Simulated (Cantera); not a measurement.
**Roasting and sulfation: MgO + SO₂ + O₂**

Input: 1 mol MgO, 4.6 mol SO₂, 4.7 mol O₂, at 54.8 Torr.

Equilibrium computed with Cantera from the NASA thermochemical tables; the gas is ideal and each condensed phase is pure. Candidate condensed phases: Mg, MgO, MgS, MgSO₄, S; 14 gas species. Equilibrium is a limit: real reactors are often held back by kinetics, nucleation or transport.

```tsv
T (°C)	x SO₃	x O₂	x SO₂	x O	x SO	n MgSO₄(s)	n MgO(s)
477	0.555	0.410	0.0347	<1e-12	<1e-12	1.00	0
577	0.400	0.446	0.154	1.83e-12	<1e-12	1.00	0
677	0.197	0.493	0.310	8.26e-11	<1e-12	1.00	0
777	0.0804	0.520	0.400	1.78e-9	2.22e-11	1.00	0
877	0.0336	0.531	0.436	2.24e-8	4.88e-10	1.00	0
977	0.0161	0.501	0.483	1.81e-7	6.97e-9	0	1.00
1077	0.00822	0.503	0.488	1.11e-6	6.07e-8	0	1.00
1177	0.00459	0.504	0.491	5.28e-6	3.90e-7	0	1.00
1277	0.00276	0.505	0.493	2.06e-5	1.97e-6	0	1.00
```
x: gas mole fraction; n: condensed amount in mol.

From 477 °C to 877 °C the condensed part is MgSO₄(s). From 977 °C to 1277 °C the condensed part is MgO(s).
